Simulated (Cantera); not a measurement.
A perfectly stirred reactor is fed with 4.96 % CH3OH, 20.0 % O2, 75.1 % N2, at 9750 Torr; it is adiabatic with a 550 K inlet, and is followed from long to short residence time, starting on the burning branch (τ in s: 0.081, 0.035, 0.015, 0.0063, 0.0027, 0.0011, 0.00048, 0.00021, 8.8e-05, 3.7e-05, 1.6e-05).

Model: GRI-Mech 3.0 (53 species, 325 reactions), integrated in Cantera. GRI-Mech 3.0 was tuned for natural gas; its chemistry of methanol as a main component is partial and can be far from experiment. The pressure lies above the range GRI-Mech 3.0 was tuned for (to about 10 atm).

Question: Predict: blow-out, bracketed by the residence times tried; x(CH3OH) at τ = 81.0 ms; x(O2) at τ = 81.0 ms; x(CH3) at τ = 81.0 ms; x(H2) at τ = 81.0 ms; x(H2O2) at τ = 81.0 ms; x(CH3OH) at τ = 1.10 ms; x(O2) at τ = 1.10 ms.

Answer: 
| Quantity | Result |
|---|---|
| blow-out, bracketed by the residence times tried | burning at 2.70 ms, out at 1.10 ms |
| x(CH3OH) at τ = 81.0 ms | 1.25e-5 |
| x(O2) at τ = 81.0 ms | 0.122 |
| x(CH3) at τ = 81.0 ms | 6.33e-9 |
| x(H2) at τ = 81.0 ms | 7.03e-6 |
| x(H2O2) at τ = 81.0 ms | 1.63e-7 |
| x(CH3OH) at τ = 1.10 ms | 0.0496 |
| x(O2) at τ = 1.10 ms | 0.200 |
